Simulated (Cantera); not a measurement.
**Catalytic combustion on Pt**

An isothermal plug-flow reactor at 675 K and 0.770 bar (inlet), inlet velocity 0.1 m/s, active area per volume 790 1/m; feed CO : O2 : N2 : H2O = 0.007 : 0.15 : 0.79 : 0.06 (molar parts).

Cantera simulation using Deutschmann's 1995 Pt surface mechanism with GRI-Mech 3.0 gas chemistry; the numbers are that mechanism's predictions, not measurements. Catalytic surfaces can have several steady states; this one follows from the mechanism file's or the stated starting coverage. Mass transfer to the wall is taken as infinitely fast.

| z (m) | x CO | x O2 | x H2O | x CO2 | θ free Pt | θ O* | θ OH* | θ CO* |
|---|---|---|---|---|---|---|---|---|
| 0.00011 | 0.00681 | 0.149 | 0.0596 | 0.000139 | 0.00867 | 0.986 | 0.00462 | 0.00105 |
| 0.00018 | 0.00673 | 0.149 | 0.0596 | 0.000222 | 0.00852 | 0.986 | 0.00458 | 0.00100 |
| 0.0003 | 0.00660 | 0.149 | 0.0596 | 0.000356 | 0.00829 | 0.986 | 0.00451 | 0.000931 |
| 0.00051 | 0.00638 | 0.149 | 0.0596 | 0.000568 | 0.00796 | 0.987 | 0.00443 | 0.000830 |
| 0.00084 | 0.00609 | 0.149 | 0.0596 | 0.000862 | 0.00756 | 0.987 | 0.00432 | 0.000715 |
| 0.0014 | 0.00568 | 0.148 | 0.0596 | 0.00128 | 0.00709 | 0.988 | 0.00418 | 0.000585 |
| 0.0023 | 0.00514 | 0.148 | 0.0596 | 0.00182 | 0.00660 | 0.989 | 0.00404 | 0.000459 |
| 0.0039 | 0.00442 | 0.148 | 0.0597 | 0.00254 | 0.00608 | 0.990 | 0.00387 | 0.000334 |
| 0.0065 | 0.00359 | 0.148 | 0.0597 | 0.00337 | 0.00561 | 0.990 | 0.00372 | 0.000231 |
| 0.011 | 0.00264 | 0.147 | 0.0597 | 0.00433 | 0.00518 | 0.991 | 0.00358 | 0.000145 |
x: gas mole fraction; θ: surface coverage.
